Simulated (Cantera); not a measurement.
Charge: 1 mol Si, 2.7 mol N₂O, 550 mol H₂, at 1277 °C.

These are equilibrium values from Cantera (NASA tables, ideal gas, pure condensed phases), not measurements of a reactor. Candidate condensed phases: H₂O, Si, SiO₂, Si₂N₂O, Si₃N₄; 35 gas species. The tables hold silica as quartz up to 1696 K and as liquid above; real silica turns to tridymite and cristobalite and melts near 1996 K. Gases not in the tables: Si(OH)₄. Kinetics and transport are ignored.

x: gas mole fraction; n: condensed amount in mol.

```
P (Pa)    x H₂       x H     x N₂    x H₂O     x SiO     x NH₃      x OH  n SiO₂(β-quartz)
-------  -----  --------  -------  -------  --------  --------  --------  ----------------
0.100    0.960    0.0309  0.00480  0.00302   0.00178  3.49e-12   3.26e-6                 0
1.50     0.982       ___  0.00486  0.00306   0.00180       ___       ___                 0
22       0.988       ___  0.00487  0.00307   0.00180       ___       ___                 0
320      0.991  0.000554  0.00488  0.00223  0.000964   1.18e-8   4.19e-8             0.466
4600     0.993  0.000146  0.00488  0.00138  0.000109   1.70e-7   6.81e-9             0.940
68000    0.994   3.81e-5  0.00488  0.00127   7.96e-6   2.52e-6   1.64e-9             0.996
1000000  0.994   9.93e-6  0.00487  0.00127   5.44e-7   3.70e-5  4.26e-10             1.000
```

Q: What belongs in the gaps?

A: 
- 22, x H: 0.00211
- 22, x NH₃: 8.07e-10
- 22, x OH: 2.20e-7
- 1.50, x H: 0.00806
- 1.50, x NH₃: 5.45e-11
- 1.50, x OH: 8.43e-7
